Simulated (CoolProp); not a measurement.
Vapour-liquid equilibrium of n-hexane (1) + m-xylene (2) at 1.91 bar; x and y are mole fractions of (1).

Computed with CoolProp (multi-fluid Helmholtz-energy mixture model, Thol 2019 and Zhou 2012; pair parameters Bell 2016).

```tsv
x	bubble temperature, mixture model (°C)	bubble temperature, Raoult's law (°C)	y, mixture model	y, Raoult's law
0.05	156.2	156.0	0.209	0.222
0.125	144.6	145.5	0.448	0.451
0.2	134.4	136.6	0.612	0.602
0.275	125.8	129.2	(withheld)	0.707
0.35	(withheld)	122.8	0.794	0.782
0.425	113.1	117.3	0.845	0.836
0.5	108.5	112.4	0.880	0.877
0.575	104.7	108.1	0.906	0.909
0.65	(withheld)	104.3	0.927	0.934
0.725	98.9	100.8	(withheld)	0.954
0.8	96.4	97.6	0.959	0.970
0.875	(withheld)	94.7	(withheld)	0.983
0.95	91.9	92.0	0.989	0.994
```

Problem. Fill in the missing entries.

Solution. 
- 0.275, y, mixture model: 0.721
- 0.35, bubble temperature, mixture model (°C): 118.8
- 0.65, bubble temperature, mixture model (°C): 101.6
- 0.725, y, mixture model: 0.944
- 0.875, bubble temperature, mixture model (°C): 94.2
- 0.875, y, mixture model: 0.974

The largest gap from Raoult's law is -4.2 K in bubble temperature, at x = 0.425. No azeotrope shows between x = 0.05 and 0.95.

Pair parameters are fitted to limited data, so mixtures are less certain than the pure fluids.
